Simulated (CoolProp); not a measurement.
Saturation properties of CH2F2 (R32) (Tc = 351.3 K, pc = 5783 kPa, ω = 0.277).

The numbers come from the reference Helmholtz-energy equation of state, Tillner-Roth 1997 in CoolProp.

```csv
T (K),p (kPa),liquid density (kg/m³),vapour Z,surface tension (mN/m),vapour viscosity (µPa s),liquid conductivity (mW/(m K))
234.2,186.0,1177,0.9382,18.2,10.5,184
239.4,233.6,1162,0.9286,17.2,10.7,181
244.6,290.2,1147,0.9181,16.2,10.9,177
249.7,355.5,1131,0.9070,15.2,11.2,173
254.9,433.2,1115,0.8946,14.3,11.4,169
260.1,523.4,1099,0.8813,13.3,11.7,165
265.2,625.2,1082,0.8672,12.4,11.9,161
270.4,743.8,1065,0.8517,11.5,12.2,157
275.6,878.8,1047,0.8352,10.6,12.5,153
280.7,1029,1029,0.8178,9.67,12.7,149
```

It boils at 221.5 K under 1 atm.

Viscosity comes from a separate model (Bell 2016), an estimate that may be off by 10 % or more. Thermal conductivity comes from a separate model (Huber 2003), an estimate that may be off by 10 % or more. Surface tension comes from a separate correlation (Mulero 2012).
